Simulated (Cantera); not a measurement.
A freely propagating, adiabatic, planar premixed flame of 22.5 % H₂, 16.3 % O₂, 61.2 % N₂, unburnt at 575 K and 500000 Pa; unity-Lewis-number transport, grid criteria slope 0.08 and curve 0.16, no radiation.

Model: the H2/O2 subset of GRI-Mech 3.0, which has no nitrogen chemistry, integrated in Cantera. The hydrogen kinetics of GRI-Mech 3.0 are dated; newer H2 mechanisms differ, most at raised pressure. Unity Lewis numbers drop preferential diffusion, which matters most where H2 and H carry the flame. Burning velocities carry a grid error of a few per cent, more on coarse grids. Lean hydrogen flames are cellular in practice and burn faster than this planar one.

x: mole fraction of selected species; z is measured from the peak of heat release.

```
z (mm)   T (K)  u (m/s)     x H₂    x O₂     x HO₂       x O     x H₂O     x OH
-------  -----  -------  -------  ------  --------  --------  --------  -------
-0.135     575     3.52    0.225   0.163   2.36e-7     <1e-8   8.64e-6    <1e-8
-0.0899    576     3.52    0.225   0.163   2.17e-6     <1e-8   7.98e-5    <1e-8
-0.0674    577     3.53    0.225   0.163   8.06e-6   5.62e-8  0.000297    <1e-8
-0.0449    591     3.61    0.223   0.162   5.30e-5   8.30e-7   0.00196  6.62e-8
-0.0225    [?]     4.58      [?]   0.153  0.000542       [?]       [?]      [?]
-0.0112   1082     6.40    0.160   0.132  0.000585  0.000768    0.0705  0.00105
0         1471     8.47   0.0863  0.0969  0.000311   0.00449     0.142  0.00509
0.0112    1723     9.74   0.0373  0.0710  0.000174   0.00861     0.191   0.0109
0.0225    1861     10.4      [?]  0.0614       [?]   0.00914     0.211   0.0137
0.0449    1998     11.0   0.0125  0.0572   6.77e-5   0.00664     0.225   0.0140
0.0899    2105     11.5  0.00698  0.0559   3.46e-5   0.00358     0.237   0.0118
0.180     2171     11.8  0.00324  0.0556   1.61e-5   0.00162     0.244  0.00859
0.360     2204     12.0  0.00142  0.0558   8.41e-6  0.000715     0.248  0.00594
```

**Question.** Fill in the missing entries.

**Answer.** 
- -0.0225, T (K): 757
- -0.0225, x H₂: 0.204
- -0.0225, x O: 5.73e-5
- -0.0225, x H₂O: 0.0232
- -0.0225, x OH: 6.98e-5
- 0.0225, x H₂: 0.0211
- 0.0225, x HO₂: 0.000116
